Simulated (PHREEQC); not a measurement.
A PHREEQC speciation (ion-association model, phreeqc.dat) at 25 °C gives pH 5.97 and these molalities:

```tsv
species	mol/kgw
Cl-	0.0100
Cd+2	0.00345
Fe+2	0.00266
SO4-2	0.00202
CdCl+	0.00184
CdSO4	0.000637
FeSO4	0.000315
CdCl2	5.72e-5
FeCl+	2.14e-5
Cd(SO4)2-2	1.44e-5
H+	1.20e-6
CdOHCl	6.17e-7
FeOH+	5.31e-7
CdCl3-	3.62e-7
```

**Question.** What are the element totals, and what could have been dissolved in 1 kg of water to give them?

**Answer.** One answer among several that fit: totals Cd 0.00600, Cl 0.0120, Fe(2) 0.00300, S(6) 0.00300 mol/kgw, from 0.006 mol CdCl2 and 0.003 mol FeSO4 per kg of water.

No solid was allowed to form.
